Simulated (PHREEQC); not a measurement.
Consider water at 20 °C with 0.27 mol NH4HS, 8e-05 mol Ba(OH)2 and 7.5e-05 mol Na2S per kg of water. Closed to the air; pH follows from the charge balance.

Model: ion-association model, wateq4f.dat, run in PHREEQC.

This is a speciation only: nothing precipitates in the calculation.

Question: Predict the pH.

Answer: pH 8.18.

Question: In which forms is S present?

Answer: HS- 96 %, H2S 4.2 % of the S.

Species that the database lacks are ignored. The polysulfide entries of wateq4f.dat were taken out for this run.
